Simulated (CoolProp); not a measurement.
Vapour-liquid equilibrium of n-octane (1) + m-xylene (2) at 450.8 K; x and y are mole fractions of (1).

Computed with CoolProp (multi-fluid Helmholtz-energy mixture model, Beckmüller 2019 and Zhou 2012; pair parameters Bell 2016).

```csv
x,"bubble pressure, mixture model (bar)","bubble pressure, Raoult's law (bar)","y, mixture model","y, Raoult's law"
0.05,2.638,2.626,0.070,0.067
0.125,2.726,2.698,0.167,0.164
0.2,2.810,2.771,0.257,0.256
0.275,2.891,2.843,0.342,0.343
0.35,___,2.915,0.422,0.425
0.425,___,2.987,0.497,0.504
0.5,3.116,3.060,0.569,0.579
0.575,3.185,3.132,0.639,0.650
0.65,___,3.204,0.706,0.718
0.725,3.318,3.277,0.771,0.784
0.8,___,3.349,___,0.846
0.875,___,3.421,0.897,0.906
0.95,3.503,3.493,0.959,0.963
```

Question: Some entries are withheld; supply them.

Answer: 
- 0.35, bubble pressure, mixture model (bar): 2.969
- 0.425, bubble pressure, mixture model (bar): 3.043
- 0.65, bubble pressure, mixture model (bar): 3.253
- 0.8, bubble pressure, mixture model (bar): 3.382
- 0.8, y, mixture model: 0.835
- 0.875, bubble pressure, mixture model (bar): 3.443

The largest gap from Raoult's law is +1.9 % in bubble pressure, at x = 0.425. No azeotrope shows between x = 0.05 and 0.95.

Pair parameters are fitted to limited data, so mixtures are less certain than the pure fluids.
